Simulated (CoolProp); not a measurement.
Hydrogen chloride along the isobar 17.1 bar: Z from the reference equation and from simpler models built on Tc = 324.7 K, pc = 83.14 bar, ω = 0.130; each cubic takes its own stable root.

The numbers come from the reference Helmholtz-energy equation of state, Thol 2018 in CoolProp.

```json
[
 {"T (K)": "187.8", "phase": "liquid", "reference": "0.03361"},
 {"T (K)": "218", "phase": "liquid", "reference": "0.03099"},
 {"T (K)": "248.2", "phase": "liquid", "reference": "0.02966"},
 {"T (K)": "278.3", "phase": "gas", "reference": "0.8595"},
 {"T (K)": "308.5", "phase": "gas", "reference": "0.9040"},
 {"T (K)": "338.7", "phase": "gas", "reference": "0.9302"},
 {"T (K)": "368.8", "phase": "gas", "reference": "0.9472"},
 {"T (K)": "399", "phase": "gas", "reference": "0.9591"},
 {"T (K)": "429.2", "phase": "gas", "reference": "0.9677"},
 {"T (K)": "459.3", "phase": "gas", "reference": "0.9742"}
]
```

Question: How far does each simpler model (van der Waals, Redlich-Kwong, Peng-Robinson) lie from the reference over these 10 states: mean and median of the absolute difference, and the worst?

Answer: 
- van der Waals: mean 297.9 %, median 1.9 %, worst +2831.6 % at 248.2 K and 17.1 bar
- Redlich-Kwong: mean 5.3 %, median 0.8 %, worst +18.2 % at 248.2 K and 17.1 bar
- Peng-Robinson: mean 0.5 %, median 0.1 %, worst +2.2 % at 248.2 K and 17.1 bar

At some of these states van der Waals gives the other phase, because its saturation line lies elsewhere.
